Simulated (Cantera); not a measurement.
An isothermal, constant-pressure homogeneous reactor starts with H2 : O2 : N2 = 0.0053 : 1 : 3.8 (molar parts), at 1300 K and 1500 Pa.

Model: GRI-Mech 3.0 (53 species, 325 reactions), integrated in Cantera. Radical loss at walls, strong at low pressure, is not modelled.

x: mole fraction; the columns are a selection and need not sum to one.

| t (s) | x H2 | x O2 | x NO | x H2O2 | x N2O | x H |
|---|---|---|---|---|---|---|
| 2.00e-5 | 0.00110 | 0.208 | <1e-12 | <1e-12 | <1e-12 | 2.50e-11 |
| 7.96e-5 | 0.00110 | 0.208 | <1e-12 | <1e-12 | <1e-12 | 7.88e-11 |
| 0.000317 | 0.00110 | 0.208 | <1e-12 | <1e-12 | <1e-12 | 1.59e-10 |
| 0.00126 | 0.00110 | 0.208 | <1e-12 | <1e-12 | <1e-12 | 2.64e-10 |
| 0.00502 | 0.00110 | 0.208 | <1e-12 | 2.42e-12 | <1e-12 | … |
| 0.0200 | 0.00110 | 0.208 | <1e-12 | 1.86e-11 | 1.42e-12 | … |
| 0.0796 | 3.08e-6 | 0.207 | 5.49e-10 | 1.41e-9 | 4.57e-9 | … |
| 0.317 | 2.15e-6 | 0.207 | 5.86e-9 | 1.27e-9 | 2.02e-8 | … |
| 1.26 | 1.40e-6 | 0.207 | 3.03e-8 | 1.04e-9 | 3.05e-8 | … |
| 5.02 | 4.49e-7 | 0.208 | 7.66e-8 | 5.10e-10 | 3.25e-8 | … |
| 20.0 | 6.45e-8 | 0.208 | 1.14e-7 | 1.04e-10 | 2.99e-8 | … |

**Question.** Complete the blanks.

**Answer.** 
- 0.00502, x H: 1.12e-9
- 0.0200, x H: 1.52e-7
- 0.0796, x H: 2.12e-5
- 0.317, x H: 1.71e-5
- 1.26, x H: 8.91e-6
- 5.02, x H: 1.58e-6
- 20.0, x H: 8.56e-8
